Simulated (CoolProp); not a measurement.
Computed with CoolProp (reference Helmholtz-energy equation of state, Lemmon 2006). It is a short technical equation, of lower accuracy than the large ones.

Problem. Give the vapour pressure (MPa), liquid density (kg/m³), liquid cp (kJ/(kg K)), surface tension (mN/m) of saturated n-decane at 124.75 °C.

Solution. 
```json
[
 {"T (°C)": "124.75", "p (MPa)": "0.0238", "liquid density (kg/m³)": "647", "liquid cp (kJ/(kg K))": "2.60", "surface tension (mN/m)": "14.4"}
]
```

Surface tension comes from a separate correlation (Mulero 2012).
